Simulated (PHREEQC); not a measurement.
1 kg of water holding 18 mmol/kgw NaCl, 48 mmol/kgw CaCl2, 3.2 mmol/kgw SrCl2, 70 mmol/kgw KCl and 24 mmol/kgw MgCl2 is evaporated at 15 °C; the solids stay in contact with the brine. CO2 from the air is kept out. Solids allowed: Bischofite, Brucite, Carnallite, Halite, Portlandite, Sylvite, MgCl2_4H2O. Others were left out.

All values are PHREEQC results (Pitzer model, pitzer.dat), not measurements.

```
water left (kg)  ionic strength  water activity  Sylvite (mol)  Halite (mol)  Carnallite (mol)  Sr in solution (mol/kgw)  Ca in solution (mol/kgw)
---------------  --------------  --------------  -------------  ------------  ----------------  ------------------------  ------------------------
1                         0.314           0.994              0             0                 0                   0.00320                    0.0480
0.8219                    0.382               …              0             0                 0                   0.00389                    0.0584
0.6755                        …           0.991              0             0                 0                   0.00474                    0.0711
0.5552                    0.565           0.989              0             0                 0                   0.00576                    0.0865
0.4563                    0.687           0.986              0             0                 0                   0.00701                     0.105
0.375                     0.836           0.983              0             0                 0                   0.00853                     0.128
0.3082                     1.02               …              0             0                 0                    0.0104                     0.156
0.2533                     1.24           0.974              0             0                 0                    0.0126                     0.189
0.2082                     1.51           0.968              0             0                 0                    0.0154                     0.231
0.1711                     1.83           0.961              0             0                 0                    0.0187                     0.280
0.1407                     2.23           0.952              0             0                 0                    0.0228                     0.341
0.1156                     2.71           0.940              0             0                 0                    0.0277                     0.415
0.09502                    3.30           0.924              0             0                 0                    0.0337                     0.505
0.07809                    4.02           0.904              0             0                 0                    0.0410                     0.615
0.06418                    4.89           0.878              0             0                 0                    0.0499                     0.748
0.05275                    5.94           0.844              0             0                 0                    0.0607                     0.910
0.04335                    7.23           0.800              0             0                 0                    0.0738                      1.11
0.03564                    8.57           0.751        0.00803             0                 0                    0.0898                      1.35
0.0293                     9.69               …         0.0298             0                 0                     0.109                      1.64
0.02407                    11.1           0.646         0.0454             0                 0                     0.133                      1.99
0.01979                    12.9           0.570         0.0553       0.00275                 0                     0.162                      2.43
0.01627                    14.8           0.492         0.0611        0.0116                 0                     0.197                      2.95
0.01283                    17.0           0.405         0.0595        0.0155           0.00505                     0.249                      3.74
```

Task: Some entries are withheld; supply them.

Result: 
- 0.8219, water activity: 0.992
- 0.6755, ionic strength: 0.464
- 0.3082, water activity: 0.979
- 0.0293, water activity: 0.708

Complexes and solids missing from the database can't appear.
